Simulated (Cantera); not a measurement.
# Pyrogenic steam for wet oxidation

An isothermal, constant-pressure homogeneous reactor starts with 40.9 % H2, 22.7 % O2, 36.4 % N2, equivalence ratio 0.90, at 950 K and 120 Torr.

Model: GRI-Mech 3.0 (53 species, 325 reactions), integrated in Cantera. The temperature is held fixed by assumption; the heat of reaction is taken as removed at once.

```tsv
t (s)	x H2	x O2	x NO	x N2O	x NO2	x OH
0.000400	0.409	0.227	<1e-12	<1e-12	<1e-12	7.71e-9
0.00102	0.316	0.189	4.07e-8	3.39e-10	1.92e-12	0.00151
0.00261	0.0169	0.0368	6.96e-7	4.86e-9	4.30e-10	0.000304
0.00666	0.00702	0.0320	6.98e-7	5.96e-9	4.04e-9	5.52e-5
0.0170	0.00434	0.0307	6.79e-7	6.47e-9	2.41e-8	1.19e-5
0.0434	0.00348	0.0302	5.78e-7	6.68e-9	1.26e-7	1.93e-6
0.111	0.00287	0.0299	5.32e-7	6.85e-9	1.71e-7	1.50e-6
0.283	0.00192	0.0295	4.68e-7	7.14e-9	2.36e-7	1.13e-6
0.722	0.000955	0.0290	3.55e-7	7.51e-9	3.50e-7	7.32e-7
1.84	0.000343	0.0287	2.09e-7	7.82e-9	4.96e-7	3.78e-7
4.71	0.000105	0.0286	9.84e-8	7.97e-9	6.06e-7	1.58e-7
12.0	3.04e-5	0.0286	5.01e-8	8.02e-9	6.55e-7	6.70e-8
30.7	7.21e-6	0.0286	4.05e-8	8.00e-9	6.64e-7	3.42e-8
78.3	8.82e-7	0.0286	8.94e-8	7.86e-9	6.15e-7	2.24e-8
200	3.36e-8	0.0286	2.80e-7	7.48e-9	4.25e-7	1.56e-8
```
x: mole fraction; the columns are a selection and need not sum to one.

Equilibrium at this temperature and pressure: H2 1.39e-10, O2 0.0286, NO 4.96e-6, N2O 1.31e-10, NO2 5.66e-8, OH 8.98e-8 (gas phase only).
